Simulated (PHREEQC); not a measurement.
Solution (25 °C): 0.0021 mol/kgw Al(NO3)3 and 0.062 mol/kgw Na2SO4. Closed to the air; pH follows from the charge balance.

Equilibrium calculation in PHREEQC: ion-association model, wateq4f.dat.

Question: The ionic strength comes out as 0.168 mol/kgw. What activity coefficients do AlSO4+, Al+3, HSO4-, AlOH+2, NaSO4- get?

Answer: AlSO4+ 0.74, Al+3 0.14, HSO4- 0.74, AlOH+2 0.33, NaSO4- 0.76.

No solid was allowed to form. The solution is supersaturated, for example in Basaluminite, Boehmite (slow to form), so a real one may precipitate; this is no full list. Species that the database lacks are ignored.
